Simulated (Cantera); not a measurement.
Input (Python, Cantera) and output of one run.

```python
import numpy as np
import cantera as ct

gas_names = """
    Electron C C+ C- CH CH+ CH2 CH3 CH2OH CH3O CH4 CH3OH CO CO+ CO2 CO2+ COOH C2 C2+ C2- C2H CHCO,ketyl
    C2H2,acetylene C2H2,vinylidene CH2CO,ketene C2H3,vinyl CH3CO,acetyl C2H4 C2H4O,ethylen
    CH3CHO,ethanal CH3COOH (HCOOH)2 C2H5 C2H6 CH3OCH3 C2H5OH C2O C3 C3H3,propargyl C3H4,allene
    C3H4,propyne C3H4,cyclo- C3H5,allyl C3H6,propylene C3H6,cyclo- C3H6O C3H7,n-propyl C3H7,i-propyl
    C3H8 C3H8O,1propanol C3H8O,2propanol C3O2 C4 C4H2 C4H4,1,3-cyclo- C4H6,butadiene C4H6,2-butyne
    C4H6,cyclo- C4H8,1-butene C4H8,cis2-buten C4H8,tr2-butene C4H8,isobutene C4H8,cyclo- (CH3COOH)2
    C4H9,n-butyl C4H9,i-butyl C4H9,s-butyl C4H9,t-butyl C4H10,isobutane C4H10,n-butane C5 C5H6,1,3cyclo-
    C5H8,cyclo- C5H10,1-pentene C5H10,cyclo- C5H11,pentyl C5H11,t-pentyl C5H12,n-pentane C5H12,i-pentane
    CH3C(CH3)2CH3 C6H2 C6H5,phenyl C6H5O,phenoxy C6H6 C6H5OH,phenol C6H10,cyclo- C6H12,1-hexene
    C6H12,cyclo- C6H13,n-hexyl C7H7,benzyl C7H8 C7H8O,cresol C7H14,1-heptene C7H15,n-heptyl
    C7H16,n-heptane C8H8,styrene C8H10,ethylbenz C8H16,1-octene C8H17,n-octyl C8H18,isooctane
    C8H18,n-octane C9H19,n-nonyl C10H8,naphthale C10H21,n-decyl C12H9,o-bipheny C12H10,bipheny H H+ H-
    HCO HCO+ HO2 H2 H2+ H2- HCHO,formaldehy HCOOH H2O H2O+ H2O2 H3O+ O O+ O- OH OH+ OH- O2 O2+ O2- O3
""".split()
cond_names = """
    C(gr) C6H6(L) C7H8(L) C8H18(L),n-octa H2O(s) H2O(L)
""".split()


def load(file, names, dense=False):
    # The tables refer to 1 bar. Condensed volumes are neglected.
    table = {s.name: s for s in ct.Species.list_from_file(file)}
    out = []
    for n in names:
        d = dict(table[n].input_data)
        d["thermo"] = dict(d["thermo"], **{"reference-pressure": 1e5})
        if dense:
            d["equation-of-state"] = {"model": "constant-volume", "density": "1e6 g/cm^3"}
        out.append(ct.Species.from_dict(d))
    return out


gas = ct.Solution(thermo="ideal-gas", species=load("nasa_gas.yaml", gas_names))
cond = {s.name: ct.Solution(thermo="fixed-stoichiometry", species=[s], name=s.name)
        for s in load("nasa_condensed.yaml", cond_names, dense=True)}
atoms = {
    'acetone': {'C': 3, 'H': 6, 'O': 1},
    'H2': {'H': 2},
}
top_T = {'C(gr)': 4500}  # K; cautious upper limits of use, not melting points


def equilibrate(T, P, feed):
    n = {}
    for name, mol in feed.items():
        for a, k in atoms[name].items():
            n[a] = n.get(a, 0.0) + k * mol
    gas.TPX = T, P, n
    mass = sum(n.values()) * gas.mean_molecular_weight
    gas.equilibrate("TP")
    valid = [c for c in cond.values() if c.min_temp <= T <= top_T.get(c.name, c.max_temp)]
    mix = ct.Mixture([(gas, mass / gas.mean_molecular_weight)] + [(c, 0.0) for c in valid])
    mix.T, mix.P = T, P
    mix.equilibrate("TP", solver="vcs", rtol=1e-11, max_steps=5000)
    return mix


results = []
feed = {'acetone': 1, 'H2': 1.3}  # mol
P = 101325  # Pa
for T in [2500, 2750, 3000, 3250, 3500, 3750, 4000, 4250, 4500, 4750, 5000]:
    mix = equilibrate(T, P, feed)
    results.append((T, P, feed, dict(zip(mix.species_names, mix.species_moles))))

top = {s: max(r[3][s] / sum(r[3][g] for g in gas_names) for r in results) for s in gas_names}
cols = sorted((s for s in top if top[s] > 1e-05), key=lambda s: -top[s])[:9]
seen = [c for c in cond_names if any(r[3].get(c, 0) > 1e-12 for r in results)]
print("log10 of partial pressures in bar; condensed amounts in mol")
print(f"{'T/K':>10s}" + "".join(f"{s[:9]:>10s}" for s in cols + seen))
for T, P, feed, n in results:
    ng = sum(n[g] for g in gas_names)
    print(f"{T:10.4g}" + "".join(f"{np.log10(max(n[s] / ng * P / 1e5, 1e-99)):10.3f}" for s in cols)
          + "".join(f"{n.get(c, 0):10.4g}" for c in seen))
```

Output:

```
log10 of partial pressures in bar; condensed amounts in mol
       T/K        H2         H        CO         C C2H2,acet        C3       C2H        C2      C4H2     C(gr)
      2500    -0.101    -1.650    -0.723    -6.779    -2.067    -6.304    -4.760    -7.339    -4.417     1.907
      2750    -0.127    -1.228    -0.731    -5.423    -1.677    -4.773    -3.715    -5.787    -3.609     1.764
      3000    -0.179    -0.891    -0.747    -4.295    -1.386    -3.506    -2.862    -4.499    -2.971     1.491
      3250    -0.274    -0.631    -0.776    -3.342    -1.190    -2.441    -2.169    -3.413    -2.486    0.9813
      3500    -0.428    -0.443    -0.826    -2.556    -1.154    -1.620    -1.670    -2.542    -2.260         0
      3750    -0.586    -0.292    -0.885    -2.052    -1.502    -1.444    -1.607    -2.144    -2.799         0
      4000    -0.802    -0.198    -0.937    -1.658    -1.974    -1.429    -1.681    -1.888    -3.531         0
      4250    -1.060    -0.150    -0.978    -1.345    -2.530    -1.524    -1.854    -1.735    -4.387         0
      4500    -1.338    -0.130    -1.008    -1.107    -3.149    -1.726    -2.109    -1.677    -5.353         0
      4750    -1.612    -0.126    -1.030    -0.944    -3.829    -2.058    -2.452    -1.726    -6.442         0
      5000    -1.868    -0.126    -1.044    -0.850    -4.554    -2.514    -2.870    -1.875    -7.642         0
```

Cantera equilibrium calculation (NASA polynomials, part measured and part estimated; ideal gas, pure solids and liquids). The feed counts by its element totals alone.
